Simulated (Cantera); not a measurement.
An isothermal, constant-pressure homogeneous reactor starts with NO : N2 = 1 : 1.9 (molar parts), at 1900 K and 760 Torr. Integrator tolerance rtol = 1e-08.

Detailed kinetics in Cantera: GRI-Mech 3.0 (53 species, 325 reactions).

Problem. What does this change do: pressure from 760 Torr to 413 Torr?

Solution. 
```
quantity                                             before                                      after
----------------  -----------------------------------------  -----------------------------------------
x(NO) at 30.0 s     0.00676 (gas-phase equilibrium 0.00529)    0.00976 (gas-phase equilibrium 0.00529)
x(NO2) at 30.0 s    1.25e-5 (gas-phase equilibrium 9.85e-6)    1.33e-5 (gas-phase equilibrium 7.25e-6)
x(O2) at 30.0 s         0.169 (gas-phase equilibrium 0.170)        0.167 (gas-phase equilibrium 0.170)
x(N2) at 30.0 s         0.824 (gas-phase equilibrium 0.825)        0.823 (gas-phase equilibrium 0.825)
x(N2O) at 30.0 s    3.16e-7 (gas-phase equilibrium 3.09e-7)    2.53e-7 (gas-phase equilibrium 2.28e-7)
x(O) at 30.0 s    0.000123 (gas-phase equilibrium 0.000123)  0.000166 (gas-phase equilibrium 0.000167)
```
